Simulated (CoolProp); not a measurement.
cis-2-butene at several states: density (kg/m³) from the reference equation and from simpler models built on Tc = 162.6 °C, pc = 4236 kPa, ω = 0.202; each cubic takes its own stable root.

Model: reference Helmholtz-energy equation of state, Lemmon 2005, in CoolProp. It is a short technical equation, of lower accuracy than the large ones.

| T (°C) | p (kPa) | phase | reference |
|---|---|---|---|
| 172.45 | 1740 | gas | 30.90 |
| 99.05 | 394 | gas | 7.574 |
| 186.95 | 203 | gas | 3.020 |
| 157.85 | 1380 | gas | 24.81 |

Q: How far does each simpler model (ideal gas, van der Waals, Redlich-Kwong, Soave-Redlich-Kwong) lie from the reference over these 4 states: mean and median of the absolute difference, and the worst?

A: 
- ideal gas: mean 8.7 %, median 9.3 %, worst -14.7 % at 172.45 °C and 1740 kPa
- van der Waals: mean 1.5 %, median 1.8 %, worst -2.2 % at 157.85 °C and 1380 kPa
- Redlich-Kwong: mean 0.4 %, median 0.5 %, worst -0.6 % at 99.05 °C and 394 kPa
- Soave-Redlich-Kwong: mean 0.3 %, median 0.4 %, worst -0.6 % at 172.45 °C and 1740 kPa
